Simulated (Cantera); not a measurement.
A perfectly stirred reactor is fed with 7.83 % CH4, 0.610 % H2, 13.3 % O2, 78.3 % N2, equivalence ratio 1.2, at 5.20 bar; it is adiabatic with a 600 K inlet, and is followed from long to short residence time, starting on the burning branch (τ in s: 0.37, 0.13, 0.043, 0.015, 0.005, 0.0017, 0.00059, 0.0002, 6.9e-05).

Model: GRI-Mech 3.0 (53 species, 325 reactions), integrated in Cantera.

x: mole fraction; the columns are a selection and need not sum to one.

```json
[
 {"τ (s)": "0.37", "T (K)": "1949", "x CH4": "0.000119", "x H2": "0.0208", "x O2": "4.90e-5", "x O": "2.73e-7", "x C2H": "4.85e-10", "x CH2O": "8.37e-7", "x HCN": "3.91e-6"},
 {"τ (s)": "0.13", "T (K)": "1949", "x CH4": "___", "x H2": "0.0205", "x O2": "___", "x O": "___", "x C2H": "___", "x CH2O": "___", "x HCN": "___"},
 {"τ (s)": "0.043", "T (K)": "1947", "x CH4": "0.000488", "x H2": "0.0199", "x O2": "0.000321", "x O": "7.92e-7", "x C2H": "9.33e-9", "x CH2O": "4.89e-6", "x HCN": "1.96e-5"},
 {"τ (s)": "0.015", "T (K)": "1943", "x CH4": "0.000752", "x H2": "0.0192", "x O2": "0.000727", "x O": "1.73e-6", "x C2H": "2.43e-8", "x CH2O": "1.01e-5", "x HCN": "2.90e-5"},
 {"τ (s)": "0.0050", "T (K)": "1933", "x CH4": "0.00103", "x H2": "0.0187", "x O2": "0.00157", "x O": "4.30e-6", "x C2H": "5.00e-8", "x CH2O": "2.00e-5", "x HCN": "3.59e-5"},
 {"τ (s)": "0.0017", "T (K)": "1911", "x CH4": "0.00139", "x H2": "0.0183", "x O2": "0.00323", "x O": "1.08e-5", "x C2H": "8.32e-8", "x CH2O": "3.78e-5", "x HCN": "3.65e-5"},
 {"τ (s)": "0.00059", "T (K)": "1857", "x CH4": "___", "x H2": "0.0181", "x O2": "___", "x O": "___", "x C2H": "___", "x CH2O": "___", "x HCN": "___"},
 {"τ (s)": "0.00020", "T (K)": "600", "x CH4": "0.0783", "x H2": "0.00610", "x O2": "0.133", "x O": "<1e-12", "x C2H": "<1e-12", "x CH2O": "<1e-12", "x HCN": "<1e-12"},
 {"τ (s)": "6.9e-5", "T (K)": "600", "x CH4": "0.0783", "x H2": "0.00610", "x O2": "0.133", "x O": "<1e-12", "x C2H": "<1e-12", "x CH2O": "<1e-12", "x HCN": "<1e-12"}
]
```

**Question.** Fill in the missing entries.

**Answer.** 
- 0.13, x CH4: 0.000254
- 0.13, x O2: 0.000125
- 0.13, x O: 4.16e-7
- 0.13, x C2H: 2.38e-9
- 0.13, x CH2O: 2.05e-6
- 0.13, x HCN: 9.87e-6
- 0.00059, x CH4: 0.00240
- 0.00059, x O2: 0.00766
- 0.00059, x O: 2.43e-5
- 0.00059, x C2H: 1.08e-7
- 0.00059, x CH2O: 7.98e-5
- 0.00059, x HCN: 2.12e-5
